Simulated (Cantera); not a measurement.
Input (Python, Cantera):

```python
import numpy as np
import cantera as ct

gas = ct.Solution("SiF4_NH3_mec.yaml", "gas")
gas.TPX = 1575, 5200, {'NH3': 1, 'H2': 2.1}
inlet = ct.Reservoir(gas, clone=True)

reactor = ct.IdealGasConstPressureReactor(gas, energy="off", clone=False)
exhaust = ct.Reservoir(gas, clone=True)
tau = [9, 3.7, 1.5, 0.63, 0.26, 0.11, 0.044, 0.018, 0.0075, 0.0031][0]
for a, b in ((inlet, reactor), (reactor, exhaust)):
    ct.MassFlowController(a, b, mdot=lambda t: reactor.mass / tau)
net = ct.ReactorNet([reactor])
show = ['NH3', 'H2', 'N2H2', 'N2', 'N', 'H']

rows = []
print(f"{'tau/s':>10s}{'T/K':>9s}" + "".join(f"{s:>11s}" for s in show))
for tau in [9, 3.7, 1.5, 0.63, 0.26, 0.11, 0.044, 0.018, 0.0075, 0.0031]:
    net.initial_time = 0.0
    net.advance(30 * tau)
    before = gas.X
    net.advance(40 * tau)
    drift = np.max(np.abs(gas.X - before) / (gas.X + 1e-9))
    rows.append([gas.T, *gas[show].X, drift])
    print(f"{tau:10.3e}{gas.T:9.1f}" + "".join(f"{x:11.3e}" for x in gas[show].X))
```

Output:

```
     tau/s      T/K        NH3         H2       N2H2         N2          N          H
 9.000e+00   1575.0  2.999e-01  6.915e-01  1.933e-07  8.561e-03  1.329e-08  5.279e-05
 3.700e+00   1575.0  3.128e-01  6.834e-01  2.034e-07  3.663e-03  1.309e-08  5.121e-05
 1.500e+00   1575.0  3.186e-01  6.798e-01  2.026e-07  1.468e-03  1.255e-08  4.993e-05
 6.300e-01   1575.0  3.210e-01  6.783e-01  1.901e-07  5.734e-04  1.134e-08  4.802e-05
 2.600e-01   1575.0  3.220e-01  6.777e-01  1.574e-07  1.921e-04  8.699e-09  4.382e-05
 1.100e-01   1575.0  3.224e-01  6.775e-01  9.577e-08  4.745e-05  4.372e-09  3.471e-05
 4.400e-02   1575.0  3.225e-01  6.774e-01  2.701e-08  4.976e-06  7.378e-10  1.908e-05
 1.800e-02   1575.0  3.226e-01  6.774e-01  4.674e-09  3.339e-07  5.912e-11  8.201e-06
 7.500e-03   1575.0  3.226e-01  6.774e-01  7.810e-10  2.257e-08  4.349e-12  3.434e-06
 3.100e-03   1575.0  3.226e-01  6.774e-01  1.258e-10  1.461e-09  3.065e-13  1.421e-06
```

Computed with Cantera and the gas-phase N/H chemistry of the illustrative SiF4/NH3 mechanism in the Surface Chemkin manual (1991). Walls and surfaces, which speed up NH3 decomposition in real reactors, are not modelled.
